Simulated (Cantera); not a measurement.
What does this Cantera script print?

```python
import numpy as np
import cantera as ct

gas = ct.Solution("gri30.yaml")
gas.TPX = 1425, 1000, {'H2': 0.048, 'O2': 1, 'H2O': 0.029}
reactor = ct.IdealGasConstPressureReactor(gas, energy="off", clone=False)
net = ct.ReactorNet([reactor])
net.rtol, net.atol = 1e-08, 1e-18
show = ['H2', 'O2', 'O', 'H', 'HO2']
times = np.geomspace(0.0002, 100, 14)

steps = ct.SolutionArray(gas, extra=["t"])
rows = []
print(f"{'t/s':>10s}{'T/K':>9s}{'P/Pa':>11s}" + "".join(f"{s:>11s}" for s in show))
for t in times:
    while net.time < t:
        t_next = net.step()
        steps.append(gas.state, t=t_next)
    rows.append([np.interp(t, steps.t, y) for y in (steps.T, steps.P, *steps(*show).X.T)])
    print(f"{t:10.3e}{rows[-1][0]:9.1f}{rows[-1][1]:11.4g}" + "".join(f"{x:11.3e}" for x in rows[-1][2:]))
rate = np.gradient(steps.T, steps.t)
print("integrator steps:", len(steps.t))
if steps.T.max() > steps.T[0] + 200:
    print(f"time of steepest temperature rise: {steps.t[rate.argmax()]:.4e} s")
gas.TPX = 1425, 1000, {'H2': 0.048, 'O2': 1, 'H2O': 0.029}
gas.equilibrate("TP")
print(f"equilibrium (TP): T = {gas.T:.1f} K  " + "  ".join(f"{s} {gas[s].X[0]:.3e}" for s in show))
```

Result:

```
       t/s      T/K       P/Pa         H2         O2          O          H        HO2
 2.000e-04   1425.0       1000  4.457e-02  9.285e-01  3.524e-07  1.496e-07  2.061e-07
 5.488e-04   1425.0       1000  4.455e-02  9.285e-01  9.331e-06  3.418e-06  5.679e-07
 1.506e-03   1425.0       1000  1.889e-02  9.075e-01  1.437e-02  4.642e-03  1.685e-06
 4.132e-03   1425.0       1000  1.069e-03  8.913e-01  3.105e-02  5.272e-03  1.613e-06
 1.134e-02   1425.0       1000  1.013e-03  8.933e-01  2.929e-02  4.837e-03  1.586e-06
 3.111e-02   1425.0       1000  8.773e-04  8.980e-01  2.509e-02  3.845e-03  1.511e-06
 8.537e-02   1425.0       1000  6.076e-04  9.070e-01  1.702e-02  2.160e-03  1.311e-06
 2.343e-01   1425.0       1000  2.698e-04  9.178e-01  7.383e-03  6.205e-04  8.886e-07
 6.428e-01   1425.0       1000  6.977e-05  9.242e-01  1.880e-03  8.011e-05  3.865e-07
 1.764e+00   1425.0       1000  1.358e-05  9.261e-01  3.635e-04  6.828e-06  1.240e-07
 4.840e+00   1425.0       1000  2.770e-06  9.266e-01  7.401e-05  6.282e-07  6.449e-08
 1.328e+01   1425.0       1000  7.838e-07  9.268e-01  2.095e-05  9.465e-08  7.768e-08
 3.644e+01   1425.0       1000  5.087e-07  9.268e-01  1.360e-05  4.954e-08  9.054e-08
 1.000e+02   1425.0       1000  5.029e-07  9.268e-01  1.344e-05  4.871e-08  9.093e-08
integrator steps: 1463
equilibrium (TP): T = 1425.0 K  H2 5.029e-07  O2 9.268e-01  O 1.344e-05  H 4.871e-08  HO2 9.093e-08
```

Detailed kinetics in Cantera: GRI-Mech 3.0 (53 species, 325 reactions). Radical loss at walls, strong at low pressure, is not modelled. The temperature is held fixed by assumption; the heat of reaction is taken as removed at once.
